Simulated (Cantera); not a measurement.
A Cantera script and its output.

```python
import numpy as np
import cantera as ct

gas = ct.Solution("gri30.yaml", transport_model="mixture-averaged")
show = ['CO2', 'NO', 'NH3']

rows = []
print(f"{'T/K':>7s}{'rho':>11s}{'cp':>10s}{'mu':>11s}{'lambda':>11s}{'Pr':>7s}" + "".join(f"{'D_' + s:>11s}" for s in show))
for T in [400, 650, 900, 1150, 1400, 1650, 1900, 2150, 2400]:
    gas.TPX = T, 1000000, {'NO': 0.53, 'CO2': 0.72}
    Pr = gas.cp_mass * gas.viscosity / gas.thermal_conductivity
    D = [gas.mix_diff_coeffs_mole[gas.species_index(s)] for s in show]
    rows.append([gas.density, gas.cp_mass, gas.viscosity, gas.thermal_conductivity, Pr, *D])
    print(f"{T:7g}{gas.density:11.4e}{gas.cp_mass:10.1f}{gas.viscosity:11.4e}"
          f"{gas.thermal_conductivity:11.4e}{Pr:7.3f}" + "".join(f"{d:11.4e}" for d in D))
print("SI units: kg/m3, J/kg/K, Pa s, W/m/K, m2/s")
```

It prints:

```
    T/K        rho        cp         mu     lambda     Pr      D_CO2       D_NO      D_NH3
    400 1.1447e+01     958.2 2.0978e-05 2.8124e-02  0.715 2.6443e-06 2.6443e-06 3.1895e-06
    650 7.0446e+00    1086.5 3.0721e-05 4.6220e-02  0.722 6.1995e-06 6.1995e-06 7.9617e-06
    900 5.0878e+00    1173.7 3.8864e-05 6.2774e-02  0.727 1.0807e-05 1.0807e-05 1.4320e-05
   1150 3.9817e+00    1230.5 4.6045e-05 7.7829e-02  0.728 1.6339e-05 1.6339e-05 2.2030e-05
   1400 3.2707e+00    1269.1 5.2577e-05 9.1640e-02  0.728 2.2713e-05 2.2713e-05 3.0944e-05
   1650 2.7751e+00    1296.6 5.8637e-05 1.0444e-01  0.728 2.9872e-05 2.9872e-05 4.0968e-05
   1900 2.4100e+00    1316.1 6.4339e-05 1.1640e-01  0.727 3.7774e-05 3.7774e-05 5.2032e-05
   2150 2.1298e+00    1330.1 6.9756e-05 1.2766e-01  0.727 4.6382e-05 4.6382e-05 6.4087e-05
   2400 1.9079e+00    1340.7 7.4944e-05 1.3835e-01  0.726 5.5670e-05 5.5670e-05 7.7096e-05
SI units: kg/m3, J/kg/K, Pa s, W/m/K, m2/s
```

Detailed kinetics in Cantera: GRI-Mech 3.0 (53 species, 325 reactions). The composition is frozen, though it would react at the higher temperatures.
